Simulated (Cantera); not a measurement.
## Premixed flame

A freely propagating, adiabatic, planar premixed flame of 11.7 % CH₃OH, 18.5 % O₂, 69.7 % N₂, equivalence ratio 0.95, unburnt at 523 K and 2.47 atm; mixture-averaged transport, grid criteria slope 0.08 and curve 0.16, no radiation.

Detailed kinetics in Cantera: GRI-Mech 3.0 (53 species, 325 reactions). GRI-Mech 3.0 was tuned for natural gas; its chemistry of methanol as a main component is partial and can be far from experiment. Burning velocities carry a grid error of a few per cent, more on coarse grids.

```tsv
z (mm)	T (K)	u (m/s)	x CH₃OH	x O₂	x H	x H₂	x O	x C₂H₆
-0.426	523	0.797	0.117	0.185	<1e-8	0.00139	<1e-8	<1e-8
-0.284	525	0.802	0.117	0.185	<1e-8	0.00373	<1e-8	<1e-8
-0.213	533	0.818	0.116	0.183	<1e-8	0.00647	<1e-8	<1e-8
-0.142	590	0.914	0.112	0.177	<1e-8	0.0115	<1e-8	<1e-8
-0.0710	909	1.45	0.0865	0.148	2.53e-7	0.0194	<1e-8	5.85e-8
-0.0355	1273	2.08	0.0491	0.113	3.46e-5	0.0238	3.40e-6	1.57e-7
0	1688	2.84	0.00628	0.0721	0.00132	0.0244	0.000414	2.10e-7
0.0355	1850	3.11	3.23e-5	0.0474	0.00461	0.0161	0.00261	<1e-8
0.0710	1926	3.22	5.93e-8	0.0359	0.00562	0.0122	0.00353	<1e-8
0.142	2026	3.36	<1e-8	0.0279	0.00488	0.0106	0.00323	<1e-8
0.284	2131	3.51	<1e-8	0.0226	0.00309	0.00884	0.00222	<1e-8
0.568	2221	3.63	<1e-8	0.0186	0.00160	0.00641	0.00130	<1e-8
1.14	2283	3.72	<1e-8	0.0156	0.000819	0.00450	0.000760	<1e-8
```
x: mole fraction of selected species; z is measured from the peak of heat release.

| Quantity | Value |
|---|---|
| laminar burning velocity | 79.6 cm/s |
| thermal thickness | 0.142 mm |
| peak x(H) | 0.00564 |
| peak x(H₂) | 0.0254 |
| peak x(O) | 0.00358 |
| peak x(C₂H₆) | 2.43e-7 |
